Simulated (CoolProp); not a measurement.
Sulfur hexafluoride along the isobar 5.47 MPa: fugacity coefficient from the reference equation and from simpler models built on Tc = 318.7 K, pc = 3.755 MPa, ω = 0.210; each cubic takes its own stable root.

The numbers come from the reference Helmholtz-energy equation of state, Guder 2009 in CoolProp.

| T (K) | phase | reference |
|---|---|---|
| 254.5 | liquid | 0.1383 |
| 272.1 | liquid | 0.2162 |
| 289.7 | liquid | 0.3123 |
| 307.3 | liquid | 0.4221 |
| 324.9 | supercritical | 0.5366 |
| 342.5 | supercritical | 0.6344 |
| 360 | supercritical | 0.6988 |
| 377.6 | supercritical | 0.7474 |
| 395.2 | supercritical | 0.7865 |
| 412.8 | supercritical | 0.8188 |
| 430.4 | supercritical | 0.8459 |
| 448 | supercritical | 0.8689 |
| 465.6 | supercritical | 0.8885 |
| 483.1 | supercritical | 0.9053 |

**Question.** How far does each simpler model (van der Waals, Redlich-Kwong, Soave-Redlich-Kwong, Peng-Robinson) lie from the reference over these 14 states: mean and median of the absolute difference, and the worst?

**Answer.** 
- van der Waals: mean 17.1 %, median 4.8 %, worst +95.6 % at 254.5 K and 5.47 MPa
- Redlich-Kwong: mean 5.9 %, median 3.2 %, worst +24.7 % at 254.5 K and 5.47 MPa
- Soave-Redlich-Kwong: mean 1.3 %, median 0.9 %, worst +3.3 % at 254.5 K and 5.47 MPa
- Peng-Robinson: mean 2.6 %, median 2.6 %, worst -4.0 % at 342.5 K and 5.47 MPa
